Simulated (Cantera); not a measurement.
Charge: 1 mol Si, 0.95 mol HCl, 0.61 mol H₂, equilibrated at 1 atm.

Cantera equilibrium calculation (NASA polynomials, part measured and part estimated; ideal gas, pure solids and liquids). Candidate condensed phases: Si; 19 gas species. Equilibrium is a limit: real reactors are often held back by kinetics, nucleation or transport.

Over these rows the condensed part is Si(s). Partial pressures as log10 of bar:

```tsv
T (K)	1000/T (1/K)	log p SiCl₂	log p H₂	log p SiCl₄	log p SiHCl₃
800	1.2500	-5.62	-0.09	-0.88	-1.16
825	1.2121	-5.30	-0.09	-0.88	-1.16
850	1.1765	?	-0.09	-0.88	-1.17
875	1.1429	-4.72	-0.09	-0.88	-1.17
900	1.1111	-4.46	-0.09	-0.88	-1.18
925	1.0811	-4.21	-0.09	-0.88	-1.18
```

### Question
Fit log p(SiCl₂) = a + b·(1000/T) to the five rows, give the apparent enthalpy, and predict the row at 850 K.

### Answer
Means: 1000/T = 1.1594, log p = -4.862. Sxy = -0.164569, Sxx = 0.0197217, so b = -8.34 and a = -4.862 − (-8.34)×1.1594 = 4.81.
Apparent enthalpy: −19.145 × (-8.34) = 160 kJ/mol. With the condensed phases at unit activity, 1/2 Si(s) + 1/2 SiCl₄(g) = SiCl₂(g) links this pressure to the main gases: over the six rows their terms move log p by +0.00 in all, so the slope is close to that reaction's ΔH°. The five rows lie within 0.01 of the line.
Prediction at 850 K: 4.81 + (-8.34)×1.1765 = -5.00. The computed value is -5.00, 0.00 from the line.
